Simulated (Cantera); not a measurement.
Charge: 1 mol Mg(OH)₂, 0.0096 mol C, 0.05 mol O₂, at 67.0 mbar.

Cantera equilibrium calculation (NASA polynomials, part measured and part estimated; ideal gas, pure solids and liquids). Candidate condensed phases: C, C₆H₆, C₇H₈, C₈H₁₈, H₂O, Mg, MgCO₃, MgO, Mg(OH)₂; 116 gas species. Equilibrium is a limit: real reactors are often held back by kinetics, nucleation or transport. All values below are at 575 °C.

Base state: H₂O 0.952, O₂ 0.0385, CO₂ 0.00914 (mole fractions); condensed: MgO(s).

What changes in the equilibrium state with this change: C from 0.0096 to 0.29 mol?


| species | before | after |
|---|---|---|
| H₂O | 0.952 | 0.447 |
| H₂ | <1e-9 | 0.329 |
| CO₂ | 0.00914 | 0.182 |
| CO | <1e-9 | 0.0432 |
| O₂ | 0.0385 | <1e-9 |
| CH₄ | <1e-9 | 7.29e-5 |
| MgO(s), mol | 1.00 | 1.00 |
